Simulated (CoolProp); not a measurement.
A single-stage vapour-compression cycle with ethanol: evaporating at 311.15 K (dew point), condensing at 360.15 K (bubble point), superheat 10 K, subcooling 0 K, compressor efficiency 0.65, no pressure losses. Each further row changes one setting.

The numbers come from the reference Helmholtz-energy equation of state, Schroeder 2014 in CoolProp.

```
case                              cooling COP  pressure ratio  discharge temperature (K)  refrigerating effect (kJ/kg)  volumetric capacity (kJ/m³)
--------------------------------  -----------  --------------  -------------------------  ----------------------------  ---------------------------
as stated                                 [?]            8.74                      449.5                           785                          220
evaporating temperature 316.15 K          [?]            6.76                      439.8                           792                          [?]
condensing temperature 355.15 K          4.09            7.23                        [?]                           800                          224
subcooling 5 K                            [?]            8.74                      449.5                           800                          224
superheat 20 K                           3.59            8.74                      460.5                           800                          217
compressor efficiency 0.55                [?]            8.74                        [?]                           785                          220
```

**Question.** Complete the blanks.

**Answer.** 
- as stated, cooling COP: 3.62
- evaporating temperature 316.15 K, cooling COP: 4.15
- evaporating temperature 316.15 K, volumetric capacity (kJ/m³): 283
- condensing temperature 355.15 K, discharge temperature (K): 438.3
- subcooling 5 K, cooling COP: 3.69
- compressor efficiency 0.55, cooling COP: 3.06
- compressor efficiency 0.55, discharge temperature (K): 469.2
